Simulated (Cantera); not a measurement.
A closed system holds: 1 mol N2O, 0.43 mol H2, 0.0047 mol SO2, held at 2875 K and 1.00 bar.

These are equilibrium values from Cantera (NASA tables, ideal gas, pure condensed phases), not measurements of a reactor. Candidate condensed phases: H2O, H2SO4, S; 35 gas species. Rates play no part.

Base state: N2 0.543, H2O 0.193, O2 0.131, OH 0.0493, NO 0.0267, O 0.0262, H2 0.0154, H 0.0131 (mole fractions); condensed: gas only.

Question: What changes in the equilibrium state with this change: SO2 from 0.0047 to 0.057 mol?

Answer: 
```json
[
 {"species": "N2", "before": "0.543", "after": "0.527"},
 {"species": "H2O", "before": "0.193", "after": "0.186"},
 {"species": "O2", "before": "0.131", "after": "0.128"},
 {"species": "SO2", "before": "0.00237", "after": "0.0278"},
 {"species": "NO", "before": "0.0267", "after": "0.0260"},
 {"species": "H2", "before": "0.0154", "after": "0.0150"},
 {"species": "OH", "before": "0.0493", "after": "0.0483"},
 {"species": "H", "before": "0.0131", "after": "0.0130"},
 {"species": "O", "before": "0.0262", "after": "0.0259"},
 {"species": "S", "before": "5.36e-6", "after": "6.44e-5"},
 {"species": "SO", "before": "0.000241", "after": "0.00287"},
 {"species": "SH", "before": "1.06e-6", "after": "1.25e-5"}
]
```
